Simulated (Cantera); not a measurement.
A diamond (100) surface in a fixed gas of H2 with x(CH4) = 0.0036, x(H) = 0.023, x(CH3) = 5.9e-05, at 1148 K; coverages are run to steady state.

Model: the Harris–Goodwin 1993 mechanism for the reconstructed diamond (100) surface, integrated in Cantera.

θ: site fractions in the mechanism's names (c6HH fully hydrogenated, c6H* and c6*H radical sites, c6** diradical, c6HM methylated).

```tsv
P (Pa)	growth (µm/h)	θ c6HH	θ c6H*	θ c6*H	θ c6**	θ c6HM
830	0.214	0.474	0.0329	0.468	0.0240	0.000348
1200	[?]	0.474	0.0329	0.468	0.0240	[?]
1800	0.643	0.474	0.0330	0.468	0.0240	0.000500
2700	1.09	0.474	0.0330	0.468	0.0240	0.000570
4100	[?]	0.474	0.0331	0.468	0.0240	0.000632
6100	2.89	0.474	0.0332	0.468	0.0240	0.000678
9000	4.47	0.474	0.0333	0.468	0.0241	0.000713
13000	6.67	0.474	0.0335	0.467	0.0241	0.000738
```

### Question
Fill in the missing entries.

### Answer

- 1200, growth (µm/h): 0.367
- 1200, θ c6HM: 0.000421
- 4100, growth (µm/h): 1.82
